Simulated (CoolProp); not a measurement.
Properties of oxygen along the isobar 847 kPa.

Model: reference Helmholtz-energy equation of state, Schmidt 1985, in CoolProp. Above 300 K oxygen's equation is extrapolated.

```csv
T (K),phase,speed of sound (m/s),conductivity (mW/(m K))
98.7,liquid,837.0,139
136.1,gas,212.1,13.4
173.5,gas,246.4,16.5
211,gas,274.7,19.7
248.4,gas,299.5,22.7
285.8,gas,321.9,25.7
323.2,gas,342.4,28.6
360.6,gas,361.3,31.4
398,gas,379.0,34.1
435.4,gas,395.7,36.8
```

Thermal conductivity comes from a separate model (Lemmon 2004).
